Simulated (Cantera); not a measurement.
Input: 1 mol MgF2, a varied amount of H2O, 1.2 mol H2, held at 2173.15 K and 0.000970 bar.

Method: chemical equilibrium by Gibbs-energy minimisation in Cantera with the NASA 1993 tables (ideal gas, pure condensed phases). Candidate condensed phases: H2O, Mg, MgF2, MgO, Mg(OH)2; 31 gas species. Equilibrium is a limit: real reactors are often held back by kinetics, nucleation or transport.

Task: What share of the Mg ends up in condensed phases as a function of n(H2O) (mol), at 0.48, 0.69, 0.99, 1.4, 2.1, 3, 4.3?

Result: 
| n(H2O) (mol) | Mg condensed (%) | as |
|---|---|---|
| 0.48 | 4.8 | MgO(s) |
| 0.69 | 14.0 | MgO(s) |
| 0.99 | 24.7 | MgO(s) |
| 1.4 | 35.6 | MgO(s) |
| 2.1 | 47.0 | MgO(s) |
| 3 | 54.2 | MgO(s) |
| 4.3 | 58.2 | MgO(s) |
